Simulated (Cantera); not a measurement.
An adiabatic, constant-pressure homogeneous reactor starts with 12.3 % CH4, 1.16 % C2H6, 1.23 % C3H8, 17.3 % O2, 65.4 % N2, 2.58 % H2O, at 1150 K and 1.30 bar.

Model: GRI-Mech 3.0 (53 species, 325 reactions), integrated in Cantera.

One state of this run: T (K) = 2221; x CH4 = 7.61e-11; x C2H6 = <1e-12; x C3H8 = <1e-12; x CH3 = 2.03e-11; x CO2 = 0.0213. x: mole fraction; the columns are a selection and need not sum to one.

Q: Which value of t (s) does it belong to?
A. 7.37e-5
B. 0.400
C. 1.00e-6
D. 4.19e-6

A: B, 0.400
